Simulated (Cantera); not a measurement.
A Cantera script and its output.

```python
import numpy as np
import cantera as ct

gas = ct.Solution("gri30.yaml")
gas.TPX = 325, 101325, {'CH4': 1, 'O2': 1.54, 'N2': 5.78}
flame = ct.FreeFlame(gas, width=0.04)
flame.set_refine_criteria(ratio=3, slope=0.08, curve=0.16)
flame.transport_model = "mixture-averaged"
flame.solve(loglevel=0, auto=True)
flame.transport_model = "multicomponent"
flame.soret_enabled = True
flame.solve(loglevel=0, refine_grid=True)
z, T = flame.grid, flame.T
thick = (T[-1] - T[0]) / np.gradient(T, z).max()
show = ['CH4', 'O2', 'HCN', 'C2H', 'H2O', 'C2H6']
print(f"laminar burning velocity  {flame.velocity[0] * 100:.3f} cm/s")
print(f"burnt temperature         {T[-1]:.1f} K")
print(f"thermal thickness         {thick * 1e3:.4f} mm")
print(f"grid points               {len(z)}")
z0 = z[flame.heat_release_rate.argmax()]
print(f"{'z/mm':>9s}{'T/K':>9s}{'u/(m/s)':>9s}" + "".join(f"{s:>11s}" for s in show))
rows = []
for k in (-3, -2, -1.5, -1, -0.5, -0.25, 0, 0.25, 0.5, 1, 2, 4, 8):
    zz = z0 + k * thick
    rows.append([k * thick, np.interp(zz, z, T), np.interp(zz, z, flame.velocity),
                 *(np.interp(zz, z, flame.X[gas.species_index(s)]) for s in show)])
    print(f"{rows[-1][0] * 1e3:9.3f}{rows[-1][1]:9.1f}{rows[-1][2]:9.3f}" + "".join(f"{x:11.3e}" for x in rows[-1][3:]))
```

It prints:

```
laminar burning velocity  28.772 cm/s
burnt temperature         2078.0 K
thermal thickness         0.5731 mm
grid points               152
     z/mm      T/K  u/(m/s)        CH4         O2        HCN        C2H        H2O       C2H6
   -1.719    325.2    0.288  1.200e-01  1.849e-01  1.231e-10 -4.881e-21  2.086e-05  1.568e-08
   -1.146    328.0    0.291  1.193e-01  1.845e-01  3.690e-09 -3.086e-19  3.302e-04  5.083e-07
   -0.860    342.7    0.305  1.172e-01  1.836e-01  3.526e-08 -1.187e-18  1.878e-03  5.206e-06
   -0.573    462.9    0.415  1.068e-01  1.759e-01  5.857e-07  3.177e-17  1.414e-02  9.893e-05
   -0.287   1000.3    0.917  7.052e-02  1.282e-01  5.742e-06  2.277e-11  6.867e-02  1.084e-03
   -0.143   1423.8    1.324  3.828e-02  8.161e-02  1.226e-05  9.729e-09  1.148e-01  1.352e-03
    0.000   1793.8    1.689  9.484e-03  3.352e-02  2.264e-05  4.658e-07  1.582e-01  1.822e-04
    0.143   1951.1    1.841  9.094e-04  9.123e-03  2.838e-05  7.555e-07  1.774e-01  2.078e-06
    0.287   1988.3    1.872  6.492e-05  2.484e-03  2.150e-05  1.797e-07  1.809e-01  1.356e-08
    0.573   2008.3    1.885  6.288e-07  6.014e-04  9.435e-06  5.767e-09  1.803e-01  1.710e-12
    1.146   2027.3    1.900  1.478e-09  3.259e-04  2.371e-06  2.526e-11  1.806e-01  1.488e-16
    2.293   2046.8    1.916  2.842e-12  1.697e-04  3.848e-07  3.484e-14  1.820e-01 -5.350e-17
    4.585   2063.3    1.930  2.017e-13  6.662e-05  4.485e-08  1.404e-17  1.832e-01 -1.211e-17
```

Computed with Cantera and GRI-Mech 3.0 (53 species, 325 reactions). Burning velocities carry a grid error of a few per cent, more on coarse grids.
